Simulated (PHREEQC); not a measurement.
**Silver or lead bath: an equilibrium model**

Solution (90 °C): 0.0036 mol Pb(NO3)2 and 0.0037 mol KBr per kg of water. Closed to the air; pH follows from the charge balance.

Model: ion-association model, phreeqc.dat, run in PHREEQC.

Each row changes one thing in this solution. This is a speciation only: nothing precipitates in the calculation.

```
case                                                  pH  ionic strength (mol/kgw)  Br- (mol/kgw)
--------------------------------------------------  ----  ------------------------  -------------
as made                                             5.22                    0.0128        0.00302
temperature from 90 to 55 °C                        5.21                         …        0.00318
temperature from 90 to 15 °C                        5.19                    0.0135        0.00338
Pb(NO3)2 replaced by Ca(NO3)2 at the same molality  6.20                    0.0145        0.00370
Pb(NO3)2 from 0.0036 to 0.0054 mol/kgw              5.13                    0.0174        0.00281
Pb(NO3)2 from 0.0036 to 0.00072 mol/kgw                …                         …        0.00352
```

**Question.** Complete the blanks.

**Answer.** 
- temperature from 90 to 55 °C, ionic strength (mol/kgw): 0.0131
- Pb(NO3)2 from 0.0036 to 0.00072 mol/kgw, pH: 5.55
- Pb(NO3)2 from 0.0036 to 0.00072 mol/kgw, ionic strength (mol/kgw): 0.00548

Species that the database lacks are ignored. Some of these states are supersaturated (in Pb(OH)2, for instance). Constants without temperature data keep their 25 °C values here.
